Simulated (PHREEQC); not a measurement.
1 kg of water holding 43 mmol/kgw K2SO4 and 50 mmol/kgw KHCO3 is evaporated at 25 °C; the solids stay in contact with the brine. CO2 is held at log p = -3.4 (atm). Solids allowed: Arcanite, Kalicinite, Misenite. Others were left out.

The series has 28 steps of water left (kg), from 1 to 0.005402.

Computed with PHREEQC (Pitzer model, pitzer.dat).

**Question.** Which solids form, in which order, and at which step of the series does each first stand?

**Answer.** Arcanite from water left = 0.07844 kg (pH 10.03).
